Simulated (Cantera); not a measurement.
Thermodynamics of silicon nitride deposition, feed SiH₄ + NH₃ + N₂

Charge: 1 mol SiH₄, 18 mol NH₃, 25 mol N₂, held at 1427 °C and 1.00 bar.

Method: chemical equilibrium by Gibbs-energy minimisation in Cantera with the NASA 1993 tables (ideal gas, pure condensed phases). Candidate condensed phases: Si, Si₃N₄; 18 gas species. The numbers say what is thermodynamically allowed, not how fast it happens.

```yaml
x(N₂): 0.535
x(H₂): 0.465
x(H): 0.000100
x(NH₃): 8.44e-6
n(Si₃N₄(s)): 0.333 mol
gas_amount: 62.34 mol
log10 activity of Si(l) (absent): -1.69
```
